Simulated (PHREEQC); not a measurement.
Make-up at 30 °C: 0.28 mol KHSO4 per kg of water. Closed to the air; pH follows from the charge balance.

Model: ion-association model, phreeqc.dat, run in PHREEQC.

This is a speciation only: nothing precipitates in the calculation.

Task: Order these S species by the share of S that they hold, largest first: KSO4-, HSO4-, SO4-2.

Result: HSO4- (64 %), SO4-2 (26 %), KSO4- (10 %)

The pH is 1.11 and the ionic strength 0.424 mol/kgw.
